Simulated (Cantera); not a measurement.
A closed system holds: 1 mol Cu, 3 mol F₂, at 1348.15 K and 7.50 Torr.

Cantera equilibrium calculation (NASA polynomials, part measured and part estimated; ideal gas, pure solids and liquids). Candidate condensed phases: Cu, CuF₂; 6 gas species. Kinetics and transport are ignored.

Base state: F 0.795, CuF₂ 0.201, F₂ 0.00384 (mole fractions); condensed: gas only.

**Question.** What changes in the equilibrium state with this change: F₂ from 3 to 0.49 mol?

**Answer.** 
```csv
species,before,after
CuF,6.62e-6,0.733
CuF₂,0.201,0.267
Cu,<1e-9,4.70e-5
F,0.795,9.52e-6
F₂,0.00384,<1e-9
"Cu(s), mol",0,0.226
```
